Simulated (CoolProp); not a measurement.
Vapour-liquid equilibrium of dimethyl carbonate (1) + n-octane (2) at 420.1 K; x and y are mole fractions of (1).

The numbers come from the multi-fluid Helmholtz-energy mixture model, Zhou 2011 and Beckmüller 2019; pair parameters Bell 2016 in CoolProp.

### Question
Give the bubble pressure and the first vapour's composition at x = 0.2, 0.575, 0.8. Is there an azeotrope?

### Answer
x = 0.2: 326.7 kPa, y = 0.527; x = 0.575: 444.6 kPa, y = 0.745; x = 0.8: 471.4 kPa, y = 0.836. y crosses x between x = 0.875 and 0.95: the model has an azeotrope there.

Pair parameters are fitted to limited data, so mixtures are less certain than the pure fluids.
